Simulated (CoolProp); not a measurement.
Saturation properties of CH2F2 (R32) (Tc = 351.3 K, pc = 5.783 MPa, ω = 0.277).

The numbers come from the reference Helmholtz-energy equation of state, Tillner-Roth 1997 in CoolProp.

```csv
T (K),p (MPa),vapour density (kg/m³)
274.4,0.8462,22.99
277.7,0.9383,25.53
281.1,1.041,28.38
284.4,1.149,31.41
287.7,1.264,34.72
291,1.389,38.33
294.3,1.522,42.27
297.7,1.669,46.72
301,1.822,51.45
304.3,1.986,56.64
307.6,2.160,62.34
311,2.351,68.82
314.3,2.549,75.77
317.6,2.759,83.49
```

It boils at 221.5 K under 1 atm.
